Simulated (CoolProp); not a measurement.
Vapour-liquid equilibrium of CH2F2 (R32) (1) + dimethyl ether (2) at -43.75 °C; x and y are mole fractions of (1).

The numbers come from the multi-fluid Helmholtz-energy mixture model, Tillner-Roth 1997 and Wu 2011; pair parameters Bell 2016 in CoolProp.

### Question
Give the bubble pressure and the first vapour's composition at x = 0.05, 0.5, 0.8. Is there an azeotrope?

### Answer
x = 0.05: 0.04575 MPa, y = 0.147; x = 0.5: 0.09653 MPa, y = 0.786; x = 0.8: 0.1287 MPa, y = 0.931. No azeotrope shows between x = 0.05 and 0.95.

Pair parameters are fitted to limited data, so mixtures are less certain than the pure fluids. The gap from Raoult's law changes sign with composition, which may be real or a fault of the pair parameters; it wasn't checked against measurements.
